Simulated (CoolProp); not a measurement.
Ethanol along the isobar 0.99 MPa: density (kg/m³) from the reference equation and from simpler models built on Tc = 514.7 K, pc = 6.268 MPa, ω = 0.644; each cubic takes its own stable root.

Computed with CoolProp (reference Helmholtz-energy equation of state, Schroeder 2014).

```csv
T (K),phase,reference,van der Waals,Redlich-Kwong,Soave-Redlich-Kwong,Peng-Robinson
315.9,liquid,770.6,412.7,606.5,655.3,737.6
346.3,liquid,742.7,18.31,575.2,628.6,708.9
376.7,liquid,711.3,16.33,539.2,596.5,674.0
407.1,liquid,673.4,14.79,15.22,556.7,630.3
437.5,gas,14.20,13.54,13.80,14.07,14.17
467.9,gas,12.75,12.50,12.67,12.78,12.87
498.3,gas,11.68,11.63,11.73,11.76,11.84
528.8,gas,10.84,10.87,10.93,10.91,10.98
559.2,gas,10.14,10.21,10.25,10.20,10.26
589.6,gas,9.540,9.635,9.658,9.591,9.642
620,gas,9.022,9.122,9.134,9.057,9.102
```

At some of these states van der Waals, Redlich-Kwong gives the other phase, because its saturation line lies elsewhere.
